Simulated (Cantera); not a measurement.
A perfectly stirred reactor is fed with C₂H₆ : H₂ = 1 : 13 (molar parts), at 100.0 Torr; it is held at 1873 K, and followed from long to short residence time.

Computed with Cantera and GRI-Mech 3.0 (53 species, 325 reactions). GRI-Mech 3.0 stops at C3 and has no aromatics, soot or wall deposition, so with more carbon than oxygen in the feed, carbon stays in small species such as C2H2 where larger ones or solid carbon would form.

x: mole fraction; the columns are a selection and need not sum to one.

```json
[
 {"τ (s)": "22", "x C₂H₆": "[?]", "x H₂": "0.935", "x CH₄": "0.00180", "x CH₃": "6.66e-5", "x C₂H": "1.34e-6"},
 {"τ (s)": "8.3", "x C₂H₆": "[?]", "x H₂": "0.934", "x CH₄": "0.00261", "x CH₃": "9.65e-5", "x C₂H": "1.33e-6"},
 {"τ (s)": "3.2", "x C₂H₆": "[?]", "x H₂": "0.934", "x CH₄": "0.00394", "x CH₃": "0.000147", "x C₂H": "1.33e-6"},
 {"τ (s)": "1.2", "x C₂H₆": "[?]", "x H₂": "0.932", "x CH₄": "0.00615", "x CH₃": "0.000232", "x C₂H": "1.32e-6"},
 {"τ (s)": "0.46", "x C₂H₆": "[?]", "x H₂": "0.930", "x CH₄": "0.00947", "x CH₃": "0.000365", "x C₂H": "1.31e-6"},
 {"τ (s)": "0.18", "x C₂H₆": "[?]", "x H₂": "0.927", "x CH₄": "0.0142", "x CH₃": "0.000564", "x C₂H": "1.31e-6"},
 {"τ (s)": "0.068", "x C₂H₆": "[?]", "x H₂": "0.923", "x CH₄": "0.0208", "x CH₃": "0.000875", "x C₂H": "1.31e-6"},
 {"τ (s)": "0.026", "x C₂H₆": "[?]", "x H₂": "0.918", "x CH₄": "0.0289", "x CH₃": "0.00133", "x C₂H": "1.32e-6"},
 {"τ (s)": "0.0099", "x C₂H₆": "[?]", "x H₂": "0.913", "x CH₄": "0.0380", "x CH₃": "0.00198", "x C₂H": "1.35e-6"},
 {"τ (s)": "0.0038", "x C₂H₆": "[?]", "x H₂": "0.907", "x CH₄": "0.0474", "x CH₃": "0.00289", "x C₂H": "1.38e-6"}
]
```

**Question.** Complete the blanks.

**Answer.** 
- 22, x C₂H₆: 7.72e-8
- 8.3, x C₂H₆: 1.84e-7
- 3.2, x C₂H₆: 4.55e-7
- 1.2, x C₂H₆: 1.18e-6
- 0.46, x C₂H₆: 3.00e-6
- 0.18, x C₂H₆: 7.42e-6
- 0.068, x C₂H₆: 1.87e-5
- 0.026, x C₂H₆: 4.55e-5
- 0.0099, x C₂H₆: 0.000108
- 0.0038, x C₂H₆: 0.000249
